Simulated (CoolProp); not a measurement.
Vapour-liquid equilibrium of propane (1) + R113 (2) at 0.317 MPa; x and y are mole fractions of (1).

Computed with CoolProp (multi-fluid Helmholtz-energy mixture model, Lemmon 2009 and Marx 1992; pair parameters Bell 2016).

Give the bubble temperature and the first vapour's composition at x = 0.05, 0.35, 0.8. Is there an azeotrope?

x = 0.05: 343.6 K, y = 0.364; x = 0.35: 290.4 K, y = 0.921; x = 0.8: 267.0 K, y = 0.989. No azeotrope shows between x = 0.05 and 0.95.

Pair parameters are fitted to limited data, so mixtures are less certain than the pure fluids. The gap from Raoult's law changes sign with composition, which may be real or a fault of the pair parameters; it wasn't checked against measurements.
